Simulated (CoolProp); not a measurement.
R22 at 298.15 K and 1.93 MPa is throttled through a valve to 0.107 MPa with no heat exchange. Each further row changes one setting.

The numbers come from the reference Helmholtz-energy equation of state, Kamei 1995 in CoolProp.

```json
[
 {"case": "as stated", "temperature change (K)": "-64.6", "final phase": "[?]", "final density (kg/m³)": "15.3"},
 {"case": "outlet pressure 0.0321 MPa", "temperature change (K)": "-87.7", "final phase": "[?]", "final density (kg/m³)": "[?]"},
 {"case": "outlet pressure 0.139 MPa", "temperature change (K)": "[?]", "final phase": "two-phase, vapour fraction 0.299", "final density (kg/m³)": "20.9"}
]
```

**Question.** What belongs in the gaps?

**Answer.** 
- as stated, final phase: two-phase, vapour fraction 0.322
- outlet pressure 0.0321 MPa, final phase: two-phase, vapour fraction 0.405
- outlet pressure 0.0321 MPa, final density (kg/m³): 3.98
- outlet pressure 0.139 MPa, temperature change (K): -58.8
